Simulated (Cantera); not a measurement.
A freely propagating, adiabatic, planar premixed flame of H2 : O2 : N2 = 1 : 0.82 : 3.08 (molar parts), equivalence ratio 0.61, unburnt at 400 K and 5.00 bar; multicomponent transport, grid criteria slope 0.08 and curve 0.16, no radiation.

Model: the H2/O2 subset of GRI-Mech 3.0, which has no nitrogen chemistry, integrated in Cantera. The hydrogen kinetics of GRI-Mech 3.0 are dated; newer H2 mechanisms differ, most at raised pressure. Burning velocities carry a grid error of a few per cent, more on coarse grids. Lean hydrogen flames are cellular in practice and burn faster than this planar one.

### Question
Predict: laminar burning velocity; thermal thickness; peak x(O); peak x(HO2); peak x(OH); peak x(H).

### Answer
```
Quantity                     Result
------------------------  ---------
laminar burning velocity  78.2 cm/s
thermal thickness         0.0750 mm
peak x(O)                   0.00255
peak x(HO2)                0.000702
peak x(OH)                  0.00552
peak x(H)                   0.00250
```
